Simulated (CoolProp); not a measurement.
Model: reference Helmholtz-energy equation of state, Thol 2016, in CoolProp.

Task: For hexamethyldisiloxane (MM), give the phase and the density (kg/m³), Joule-Thomson coefficient (K/MPa) at 187.55 °C and 5740 kPa; 247.25 °C and 5740 kPa; 346.85 °C and 5740 kPa.

Result: 
- 187.55 °C and 5740 kPa: liquid; density 589, Joule-Thomson coefficient 0.0152
- 247.25 °C and 5740 kPa: supercritical; density 502, Joule-Thomson coefficient 0.569
- 346.85 °C and 5740 kPa: supercritical; density 303, Joule-Thomson coefficient 3.42
